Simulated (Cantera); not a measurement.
A Cantera script and what it prints.

```python
import numpy as np
import cantera as ct

gas_names = """
    B BH BH2 BH3 BN BO BO2 B2 B2O B2O2 B2O3 B3O3H3 H HBO HBO2 HNO HNO2 HNO3 HO2 H2 H2O H2O2 H3B3O6 N NH
    NH2 NH3 NH2OH NO NO2 NO3 N2 N2H2 N2H4 N2O O OH O2 O3
""".split()
cond_names = """
    B(b) B(L) BN(s) B2O3(L) B3O3H3(cr) H2O(s) H2O(L)
""".split()


# ... load() reads the species with a 1 bar reference pressure and builds the phases ...
atoms = {
    'borazine': {'B': 3, 'N': 3, 'H': 6},
    'O2': {'O': 2},
    'H2': {'H': 2},
}
top_T = {'BN(s)': 3200}  # K; cautious upper limits of use, not melting points


# ... equilibrate(T, P, feed) seeds the gas with the atoms and calls Mixture.equilibrate('TP', solver="vcs", rtol=1e-11, max_steps=5000) ...
results = []
T = 1600  # K
P = 1333.22  # Pa
for m in [3.8, 4.6, 5.5, 6.5, 7.8, 9.4, 11, 13, 16, 19, 23]:
    feed = {'borazine': 1, 'O2': 6.3, 'H2': m}  # mol
    mix = equilibrate(T, P, feed)
    results.append((T, P, feed, dict(zip(mix.species_names, mix.species_moles))))

top = {s: max(r[3][s] / sum(r[3][g] for g in gas_names) for r in results) for s in gas_names}
cols = sorted((s for s in top if top[s] > 0.001), key=lambda s: -top[s])[:5]
seen = [c for c in cond_names if any(r[3].get(c, 0) > 1e-12 for r in results)]
print("log10 of partial pressures in bar; condensed amounts in mol")
print(f"{'n(H2)':>10s}" + "".join(f"{s[:9]:>10s}" for s in cols + seen))
for T, P, feed, n in results:
    ng = sum(n[g] for g in gas_names)
    print(f"{feed['H2']:10.4g}" + "".join(f"{np.log10(max(n[s] / ng * P / 1e5, 1e-99)):10.3f}" for s in cols)
          + "".join(f"{n.get(c, 0):10.4g}" for c in seen))
```

Output:

```
log10 of partial pressures in bar; condensed amounts in mol
     n(H2)        H2       H2O      HBO2        N2        O2
       3.8    -5.800    -2.164    -2.440    -2.719    -3.085
       4.6    -5.540    -2.121    -2.453    -2.735    -3.519
       5.5    -3.334    -2.112    -2.477    -2.760    -7.914
       6.5    -2.826    -2.149    -2.513    -2.796    -9.001
       7.8    -2.584    -2.192    -2.556    -2.839    -9.572
       9.4    -2.430    -2.239    -2.604    -2.887    -9.976
        11    -2.335    -2.282    -2.647    -2.930   -10.250
        13    -2.257    -2.330    -2.695    -2.978   -10.504
        16    -2.180    -2.394    -2.759    -3.041   -10.783
        19    -2.130    -2.449    -2.814    -3.097   -10.994
        23    -2.085    -2.514    -2.879    -3.161   -11.214
```

Equilibrium computed with Cantera from the NASA thermochemical tables; the gas is ideal and each condensed phase is pure. The feed counts by its element totals alone. Gases not in the tables: H3BO3.
